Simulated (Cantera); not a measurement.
Input: 1 mol Zr, 0.29 mol O₂, 66 mol N₂, at 0.470 Pa.

Method: chemical equilibrium by Gibbs-energy minimisation in Cantera with the NASA 1993 tables (ideal gas, pure condensed phases). Candidate condensed phases: Zr, ZrN, ZrO₂; 13 gas species. Mutual solubility and eutectic melting of coexisting phases are not modelled. ZrN: taken at fixed stoichiometry. Condensed phases not in the tables: solid solutions among these carbides, nitrides and lower oxides. The numbers say what is thermodynamically allowed, not how fast it happens.

log p: log10 of the partial pressure in bar; n: condensed amount in mol.

```
T (°C)  log p N₂  log p ZrO  log p Zr     log p N     log p O  n ZrN(s)  n ZrO₂(tetragonal)
------  --------  ---------  --------  ----------  ----------  --------  ------------------
1425       -5.33     -12.02    -15.16      -13.94      -14.50     0.710               0.290
1525       -5.33     -10.66    -13.52      -13.12      -13.45     0.710               0.290
1625       -5.33      -9.44    -12.05      -12.38      -12.51     0.707               0.287
1725       -5.33      -8.35    -10.73      -11.72      -11.66     0.679               0.258
1825       -5.33      -7.39     -9.53      -11.12      -10.92     0.420                   0
1925       -5.33      -7.39     -8.45      -10.58      -11.11     0.370                   0
2025       -5.33      -7.39     -7.53  (withheld)  (withheld)         0                   0
2125       -5.33      -7.39     -7.53  (withheld)  (withheld)         0                   0
2225       -5.33      -7.39     -7.53       -9.21       -9.78         0                   0
2325       -5.33      -7.40     -7.52       -8.82       -9.16         0                   0
```

Fill in the missing entries.


- 2125, log p N: -9.63
- 2125, log p O: -10.47
- 2025, log p N: -10.08
- 2025, log p O: -11.21
